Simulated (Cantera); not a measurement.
What does this Cantera script print?

```python
import numpy as np
import cantera as ct

gas_names = """
    C CN CO CO2 C2 CCN CNC C2N2 C2O C3 C3O2 C4 C4N2 C5 Cu CuO Cu2 N NCO NO NO2 NO3 N2 N2O O O2 O3
""".split()
cond_names = """
    C(gr) Cu(cr) Cu(L) CuO(s) Cu2O(s) Cu2O(L)
""".split()


# ... load() reads the species with a 1 bar reference pressure and builds the phases ...
atoms = {
    'CuO': {'Cu': 1, 'O': 1},
    'CO': {'C': 1, 'O': 1},
    'N2': {'N': 2},
}
top_T = {'C(gr)': 4500, 'CuO(s)': 1390}  # K; cautious upper limits of use, not melting points


# ... equilibrate(T, P, feed) seeds the gas with the atoms and calls Mixture.equilibrate('TP', solver="vcs", rtol=1e-11, max_steps=5000) ...
results = []
feed = {'CuO': 1, 'CO': 0.75, 'N2': 2.4}  # mol
P = 37  # Pa
for T in [800, 950, 1100, 1250, 1400, 1550, 1700, 1850, 2000, 2150, 2300, 2450, 2600]:
    mix = equilibrate(T, P, feed)
    results.append((T, P, feed, dict(zip(mix.species_names, mix.species_moles))))

top = {s: max(r[3][s] / sum(r[3][g] for g in gas_names) for r in results) for s in gas_names}
cols = sorted((s for s in top if top[s] > 1e-06), key=lambda s: -top[s])[:5]
seen = [c for c in cond_names if any(r[3].get(c, 0) > 1e-12 for r in results)]
print("log10 of partial pressures in bar; condensed amounts in mol")
print(f"{'T/K':>10s}" + "".join(f"{s[:9]:>10s}" for s in cols + seen))
for T, P, feed, n in results:
    ng = sum(n[g] for g in gas_names)
    print(f"{T:10.4g}" + "".join(f"{np.log10(max(n[s] / ng * P / 1e5, 1e-99)):10.3f}" for s in cols)
          + "".join(f"{n.get(c, 0):10.4g}" for c in seen))
```

It prints:

```
log10 of partial pressures in bar; condensed amounts in mol
       T/K        N2       CO2        Cu         O        CO    Cu(cr)     Cu(L)   Cu2O(s)
       800    -3.550    -4.055   -15.172   -20.286   -10.778       0.5         0      0.25
       950    -3.550    -4.055   -11.724   -15.949    -9.597       0.5         0      0.25
      1100    -3.550    -4.055    -9.225   -12.798    -8.735    0.5001         0    0.2499
      1250    -3.550    -4.056    -7.334   -10.406    -8.077    0.5106         0    0.2445
      1400    -3.565    -4.070    -5.870    -8.499    -7.604         0    0.8855   0.05131
      1550    -3.590    -4.096    -4.731    -7.543    -6.654         0    0.8266         0
      1700    -3.684    -4.197    -4.064    -6.825    -5.885         0         0         0
      1850    -3.687    -4.231    -4.067    -6.160    -5.253         0         0         0
      2000    -3.695    -4.321    -4.074    -5.567    -4.808         0         0         0
      2150    -3.708    -4.501    -4.086    -5.059    -4.524         0         0         0
      2300    -3.725    -4.789    -4.103    -4.661    -4.367         0         0         0
      2450    -3.743    -5.188    -4.120    -4.390    -4.297         0         0         0
      2600    -3.755    -5.672    -4.133    -4.242    -4.275         0         0         0
```

Cantera equilibrium calculation (NASA polynomials, part measured and part estimated; ideal gas, pure solids and liquids). Mutual solubility and eutectic melting of coexisting phases are not modelled.
